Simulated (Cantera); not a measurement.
A Cantera script and its output.

```python
import numpy as np
import cantera as ct

gas = ct.Solution("h2o2.yaml")
gas.TPX = 925, 2100, {'H2': 0.029, 'O2': 1}
reactor = ct.IdealGasConstPressureReactor(gas, energy="off", clone=False)
net = ct.ReactorNet([reactor])
net.rtol, net.atol = 1e-08, 1e-18
show = ['H2', 'O2', 'O', 'HO2', 'H', 'H2O', 'OH']
times = np.geomspace(0.0008, 100, 10)

steps = ct.SolutionArray(gas, extra=["t"])
rows = []
print(f"{'t/s':>10s}{'T/K':>9s}{'P/Pa':>11s}" + "".join(f"{s:>11s}" for s in show))
for t in times:
    while net.time < t:
        t_next = net.step()
        steps.append(gas.state, t=t_next)
    rows.append([np.interp(t, steps.t, y) for y in (steps.T, steps.P, *steps(*show).X.T)])
    print(f"{t:10.3e}{rows[-1][0]:9.1f}{rows[-1][1]:11.4g}" + "".join(f"{x:11.3e}" for x in rows[-1][2:]))
rate = np.gradient(steps.T, steps.t)
print("integrator steps:", len(steps.t))
if steps.T.max() > steps.T[0] + 200:
    print(f"time of steepest temperature rise: {steps.t[rate.argmax()]:.4e} s")
gas.TPX = 925, 2100, {'H2': 0.029, 'O2': 1}
gas.equilibrate("TP")
print(f"equilibrium (TP): T = {gas.T:.1f} K  " + "  ".join(f"{s} {gas[s].X[0]:.3e}" for s in show))
```

It prints:

```
       t/s      T/K       P/Pa         H2         O2          O        HO2          H        H2O         OH
 8.000e-04    925.0       2100  2.818e-02  9.718e-01  6.302e-11  4.016e-11  3.591e-11  6.635e-11  2.976e-11
 2.947e-03    925.0       2100  2.818e-02  9.718e-01  8.111e-09  7.015e-10  3.748e-09  1.229e-08  3.404e-09
 1.086e-02    925.0       2100  1.104e-02  9.633e-01  5.440e-03  1.176e-05  4.477e-03  1.422e-02  1.476e-03
 4.000e-02    925.0       2100  1.327e-04  9.706e-01  7.590e-04  4.095e-06  6.031e-05  2.832e-02  1.635e-04
 1.474e-01    925.0       2100  1.233e-05  9.713e-01  6.711e-05  9.521e-07  1.313e-06  2.855e-02  4.038e-05
 5.429e-01    925.0       2100  1.264e-06  9.714e-01  6.340e-06  1.713e-07  3.897e-08  2.858e-02  1.268e-05
 2.000e+00    925.0       2100  9.316e-08  9.714e-01  7.753e-07  2.736e-08  1.689e-09  2.858e-02  4.529e-06
 7.368e+00    925.0       2100  4.814e-09  9.714e-01  1.291e-07  5.021e-09  1.140e-10  2.858e-02  1.848e-06
 2.714e+01    925.0       2100  5.501e-10  9.714e-01  2.701e-08  1.108e-09  1.085e-11  2.859e-02  8.417e-07
 1.000e+02    925.0       2100  1.149e-10  9.714e-01  6.403e-09  2.868e-10  1.248e-12  2.859e-02  4.086e-07
integrator steps: 1760
equilibrium (TP): T = 925.0 K  H2 1.574e-12  O2 9.714e-01  O 9.171e-11  HO2 1.635e-10  H 2.269e-15  H2O 2.859e-02  OH 4.873e-08
```

Model: the H2/O2 subset of GRI-Mech 3.0, which has no nitrogen chemistry, integrated in Cantera. Radical loss at walls, strong at low pressure, is not modelled. Below about 950 K walls govern HO2 and H2O2 in real vessels.
